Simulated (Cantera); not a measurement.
Standard-state values (1 bar) from the NASA 1993 polynomials, evaluated with Cantera. Values are per mole of reaction as written; species without (g) are pure solids or liquids, kept so even where they would boil at 1 bar.

### Question
Between 300 and 900 K, where is each reaction favourable under standard conditions?
- S + K2SO4 ⇌ 2 SO2(g) + 2 K
- 2 K2SO4 ⇌ 2 SO3(g) + O2(g) + 4 K(g)

### Answer
- S + K2SO4 ⇌ 2 SO2(g) + 2 K: ΔG° is 719 kJ at 300 K and 477 kJ at 900 K; it stays positive (K < 1). ΔH° is 810 kJ and ΔS° 370 J/K at 900 K.
- 2 K2SO4 ⇌ 2 SO3(g) + O2(g) + 4 K(g): ΔG° is 2137 kJ at 300 K and 1562 kJ at 900 K; it stays positive (K < 1). ΔH° is 2365 kJ and ΔS° 892 J/K at 900 K.
